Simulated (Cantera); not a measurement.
Cantera run, input and output.

```python
import numpy as np
import cantera as ct

gas = ct.Solution("gri30.yaml")
gas.TPX = 700, 120000, {'CO': 1, 'H2': 0.094, 'CH4': 0.11, 'O2': 0.59, 'N2': 2.22, 'CO2': 0.57}
flame = ct.FreeFlame(gas, width=0.035)
flame.set_refine_criteria(ratio=3, slope=0.08, curve=0.16)
flame.transport_model = "mixture-averaged"
flame.solve(loglevel=0, auto=True)
z, T = flame.grid, flame.T
thick = (T[-1] - T[0]) / np.gradient(T, z).max()
show = ['CO', 'H2', 'CH4', 'CH2O', 'O', 'CO2']
print(f"laminar burning velocity  {flame.velocity[0] * 100:.3f} cm/s")
print(f"burnt temperature         {T[-1]:.1f} K")
print(f"thermal thickness         {thick * 1e3:.4f} mm")
print(f"grid points               {len(z)}")
z0 = z[flame.heat_release_rate.argmax()]
print(f"{'z/mm':>9s}{'T/K':>9s}{'u/(m/s)':>9s}" + "".join(f"{s:>11s}" for s in show))
rows = []
for k in (-3, -2, -1.5, -1, -0.5, -0.25, 0, 0.25, 0.5, 1, 2, 4, 8):
    zz = z0 + k * thick
    rows.append([k * thick, np.interp(zz, z, T), np.interp(zz, z, flame.velocity),
                 *(np.interp(zz, z, flame.X[gas.species_index(s)]) for s in show)])
    print(f"{rows[-1][0] * 1e3:9.3f}{rows[-1][1]:9.1f}{rows[-1][2]:9.3f}" + "".join(f"{x:11.3e}" for x in rows[-1][3:]))
```

Output:

```
laminar burning velocity  193.198 cm/s
burnt temperature         2297.5 K
thermal thickness         0.3929 mm
grid points               140
     z/mm      T/K  u/(m/s)         CO         H2        CH4       CH2O          O        CO2
   -1.179    700.0    1.932  2.182e-01  2.049e-02  2.400e-02  6.278e-11  1.504e-13  1.243e-01
   -0.786    700.0    1.932  2.182e-01  2.044e-02  2.400e-02  4.572e-09  5.097e-11  1.244e-01
   -0.589    700.1    1.932  2.182e-01  2.033e-02  2.400e-02  5.759e-08  1.416e-09  1.244e-01
   -0.393    701.5    1.935  2.182e-01  1.998e-02  2.398e-02  1.722e-06  8.929e-08  1.244e-01
   -0.196    763.0    2.104  2.167e-01  1.873e-02  2.279e-02  7.071e-05  1.362e-05  1.261e-01
   -0.098    986.7    2.718  2.109e-01  1.722e-02  1.733e-02  1.867e-04  2.395e-04  1.352e-01
    0.000   1362.7    3.734  1.967e-01  1.363e-02  4.800e-03  2.373e-04  2.352e-03  1.633e-01
    0.098   1568.8    4.251  1.710e-01  8.235e-03  2.175e-04  2.218e-05  6.925e-03  1.998e-01
    0.196   1666.8    4.469  1.503e-01  6.642e-03  4.226e-06  5.376e-07  8.345e-03  2.256e-01
    0.393   1781.2    4.721  1.326e-01  6.713e-03  3.245e-09  1.499e-09  7.546e-03  2.484e-01
    0.786   1898.6    4.988  1.234e-01  6.332e-03  3.943e-14  5.302e-10  5.595e-03  2.612e-01
    1.572   2010.9    5.240  1.152e-01  5.527e-03  9.750e-16  3.256e-10  3.656e-03  2.726e-01
    3.144   2109.4    5.455  1.062e-01  4.772e-03  3.311e-16  2.340e-10  2.197e-03  2.847e-01
```

Detailed kinetics in Cantera: GRI-Mech 3.0 (53 species, 325 reactions). Burning velocities carry a grid error of a few per cent, more on coarse grids.
